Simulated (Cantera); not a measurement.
## SiH4 + C3H8 + H2 (silicon carbide growth)

Feed: 1 mol SiH4, 0.0057 mol C3H8, 2.3 mol H2, equilibrated at 1.30 mbar.

Equilibrium computed with Cantera from the NASA thermochemical tables; the gas is ideal and each condensed phase is pure. Candidate condensed phases: C, C6H6, C7H8, C8H18, Si, SiC; 87 gas species. Mutual solubility and eutectic melting of coexisting phases are not modelled. Gases not in the tables: Si2H6 and higher silanes. Equilibrium is a limit: real reactors are often held back by kinetics, nucleation or transport.

```tsv
T (K)	x H2	x H	x Si	x SiH	x Si2C	n Si(s)	n SiC(s)	n Si(l)
1573	0.999	0.00113	4.23e-5	3.67e-6	1.11e-7	0.983	0.0171	0
1598	0.998	0.00148	7.19e-5	5.69e-6	2.25e-7	0.983	0.0171	0
1623	0.998	0.00192	0.000120	8.70e-6	4.46e-7	0.982	0.0171	0
1648	0.997	0.00247	0.000198	1.31e-5	8.65e-7	0.982	0.0171	0
1673	0.996	0.00315	0.000321	1.96e-5	1.64e-6	0.981	0.0171	0
1698	0.995	0.00400	0.000505	2.83e-5	3.01e-6	0	0.0171	0.980
1723	0.994	0.00504	0.000756	3.91e-5	5.23e-6	0	0.0171	0.979
1748	0.992	0.00631	0.00112	5.35e-5	8.94e-6	0	0.0171	0.978
1773	0.990	0.00785	0.00164	7.26e-5	1.50e-5	0	0.0170	0.975
1798	0.988	0.00971	0.00237	9.76e-5	2.49e-5	0	0.0170	0.972
1823	0.984	0.0119	0.00340	0.000130	4.07e-5	0	0.0169	0.967
1848	0.980	0.0146	0.00483	0.000172	6.57e-5	0	0.0168	0.960
1873	0.975	0.0177	0.00678	0.000225	0.000104	0	0.0166	0.951
1898	0.969	0.0213	0.00945	0.000293	0.000164	0	0.0164	0.938
```
x: gas mole fraction; n: condensed amount in mol.

From 1573 K to 1673 K the condensed part is Si(s) + SiC(s). From 1698 K to 1898 K the condensed part is Si(l) + SiC(s). The main Si-bearing gas is Si throughout.
